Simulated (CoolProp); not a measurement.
Vapour-liquid equilibrium of CHF3 (R23) (1) + R134a (2) at 180.5 K; x and y are mole fractions of (1).

The numbers come from the multi-fluid Helmholtz-energy mixture model, Penoncello 2003 and Tillner-Roth 1994; pair parameters Bell 2016 in CoolProp.

| x | bubble pressure, mixture model (kPa) | bubble pressure, Raoult's law (kPa) | y, mixture model | y, Raoult's law |
|---|---|---|---|---|
| 0.05 | ? | 3.751 | 0.694 | 0.700 |
| 0.15 | 8.607 | 8.886 | 0.882 | 0.887 |
| 0.25 | 13.51 | 14.02 | ? | 0.937 |
| 0.35 | 18.47 | 19.16 | 0.957 | 0.960 |
| 0.45 | 23.51 | 24.29 | 0.971 | 0.973 |
| 0.55 | 28.66 | 29.43 | 0.981 | 0.982 |
| 0.65 | 33.89 | 34.56 | 0.987 | 0.988 |
| 0.75 | 39.20 | 39.70 | ? | 0.993 |
| 0.85 | 44.55 | 44.83 | 0.996 | 0.996 |
| 0.95 | 49.88 | 49.97 | 0.999 | 0.999 |

Question: Complete the blanks.

Answer: 
- 0.05, bubble pressure, mixture model (kPa): 3.683
- 0.25, y, mixture model: 0.933
- 0.75, y, mixture model: 0.992

The largest gap from Raoult's law is -3.6 % in bubble pressure, at x = 0.25. No azeotrope shows between x = 0.05 and 0.95.

Pair parameters are fitted to limited data, so mixtures are less certain than the pure fluids.
